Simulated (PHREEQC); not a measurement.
Make-up at 65 °C: 0.18 mol/kgw CuSO4, 0.1 mol/kgw HNO3 and 0.00025 mol/kgw KCl. Closed to the air; pH follows from the charge balance.

Model: ion-association model, phreeqc.dat, run in PHREEQC.

Precipitation was switched off in this run.

Task: Order these S species by the share of S that they hold, largest first: HSO4-, SO4-2, CuSO4.

Result: HSO4- (40 %), CuSO4 (34 %), SO4-2 (26 %)

The pH is 1.67 and the ionic strength 0.432 mol/kgw. Complexes and solids missing from the database can't appear. Constants without temperature data keep their 25 °C values here.
